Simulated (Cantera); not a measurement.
A perfectly stirred reactor is fed with H2 : O2 = 0.027 : 1 (molar parts), at 20.0 Torr; it is held at 1323 K, and followed from long to short residence time.

Model: the H2/O2 subset of GRI-Mech 3.0, which has no nitrogen chemistry, integrated in Cantera. Radical loss at walls, strong at low pressure, is not modelled.

What does this change do: temperature 1323 to 975 K?


| quantity | before | after |
|---|---|---|
| x(H2) at τ = 5.40 s | 1.79e-5 | 0.000124 |
| x(O2) at τ = 5.40 s | 0.973 | 0.973 |
| x(H2O) at τ = 5.40 s | 0.0264 | 0.0265 |
| x(OH) at τ = 5.40 s | 0.000490 | 8.05e-5 |
| x(HO2) at τ = 5.40 s | 3.96e-7 | 1.48e-6 |
| x(H2) at τ = 79.0 ms | 0.000212 | 0.00126 |
| x(O2) at τ = 79.0 ms | 0.965 | 0.971 |
| x(H2O) at τ = 79.0 ms | 0.0252 | 0.0250 |
| x(OH) at τ = 79.0 ms | 0.00178 | 0.000452 |
| x(HO2) at τ = 79.0 ms | 1.83e-6 | 6.86e-6 |

What does this change do: pressure from 20.0 Torr to 10.00 Torr?


```csv
quantity,before,after
x(H2) at τ = 5.40 s,1.79e-5,3.04e-5
x(O2) at τ = 5.40 s,0.973,0.972
x(H2O) at τ = 5.40 s,0.0264,0.0262
x(OH) at τ = 5.40 s,0.000490,0.000768
x(HO2) at τ = 5.40 s,3.96e-7,3.62e-7
x(H2) at τ = 79.0 ms,0.000212,0.000317
x(O2) at τ = 79.0 ms,0.965,0.959
x(H2O) at τ = 79.0 ms,0.0252,0.0244
x(OH) at τ = 79.0 ms,0.00178,0.00235
x(HO2) at τ = 79.0 ms,1.83e-6,1.18e-6
```
